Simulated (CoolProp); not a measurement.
Vapour-liquid equilibrium of methanol (1) + dimethyl carbonate (2) at 0.00658 MPa; x and y are mole fractions of (1).

Computed with CoolProp (multi-fluid Helmholtz-energy mixture model, de Reuck 1993 and Zhou 2011; pair parameters Bell 2016).

**Question.** Give the bubble temperature and the first vapour's composition at x = 0.05, 0.5, 0.8. Is there an azeotrope?

**Answer.** x = 0.05: 290.0 K, y = 0.309; x = 0.5: 279.5 K, y = 0.705; x = 0.8: 279.2 K, y = 0.771. y crosses x between x = 0.65 and 0.8: the model has an azeotrope there.

The pair parameters rest on a limited set of measurements; away from them the model extrapolates.
